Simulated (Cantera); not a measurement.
Feed: 1 mol Si, 0.55 mol Cl₂, 0.52 mol H₂, held at 1 atm.

Method: chemical equilibrium by Gibbs-energy minimisation in Cantera with the NASA 1993 tables (ideal gas, pure condensed phases). Candidate condensed phases: Si; 19 gas species. Rates play no part.

Over these rows the condensed part is Si(s). Partial pressures as log10 of bar:

| T (K) | 1000/T (1/K) | log p SiCl₂ | log p H₂ | log p SiCl₄ | log p SiHCl₃ |
|---|---|---|---|---|---|
| 698 | 1.4327 | -6.98 | -0.21 | -0.56 | -0.95 |
| 748 | 1.3369 | -6.18 | -0.21 | -0.56 | -0.96 |
| 798 | 1.2531 | -5.48 | -0.21 | -0.56 | -0.97 |
| 848 | 1.1792 | -4.86 | -0.21 | -0.56 | -0.98 |
| 898 | 1.1136 | ? | -0.21 | -0.55 | -0.99 |
| 948 | 1.0549 | -3.83 | -0.21 | -0.55 | -1.00 |

Question: Fit log p(SiCl₂) = a + b·(1000/T) to the five rows, give the apparent enthalpy, and predict the row at 898 K.

Answer: Means: 1000/T = 1.2514, log p = -5.466. Sxy = -0.700786, Sxx = 0.0840079, so b = -8.34 and a = -5.466 − (-8.34)×1.2514 = 4.97.
Apparent enthalpy: −19.145 × (-8.34) = 160 kJ/mol. With the condensed phases at unit activity, 1/2 Si(s) + 1/2 SiCl₄(g) = SiCl₂(g) links this pressure to the main gases: over the six rows their terms move log p by +0.01 in all, so the slope is close to that reaction's ΔH°. The five rows lie within 0.01 of the line.
Prediction at 898 K: 4.97 + (-8.34)×1.1136 = -4.32. The computed value is -4.32, 0.00 from the line.
